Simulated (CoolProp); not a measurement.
Saturation properties of methane.

Computed with CoolProp (reference Helmholtz-energy equation of state, Setzmann 1991).

| T (K) | p (MPa) | liquid viscosity (µPa s) | liquid conductivity (mW/(m K)) |
|---|---|---|---|
| 115.5 | 0.1374 | 108 | 178 |
| 118.8 | 0.1757 | 101 | 174 |
| 122.1 | 0.2215 | 94.2 | 169 |
| 125.4 | 0.2758 | 88.4 | 164 |
| 128.7 | 0.3395 | 83.1 | 160 |
| 132 | 0.4134 | 78.3 | 155 |
| 135.3 | 0.4986 | 73.9 | 150 |
| 138.6 | 0.5960 | 69.8 | 146 |
| 141.9 | 0.7065 | 65.9 | 141 |
| 145.2 | 0.8312 | 62.3 | 136 |
| 148.5 | 0.9711 | 58.9 | 131 |
| 151.8 | 1.127 | 55.6 | 127 |
| 155.2 | 1.306 | 52.4 | 122 |

It boils at 111.7 K under 1 atm.

Viscosity comes from a separate model (Quiñones-Cisneros 2006). Thermal conductivity comes from a separate model (Friend 1989).
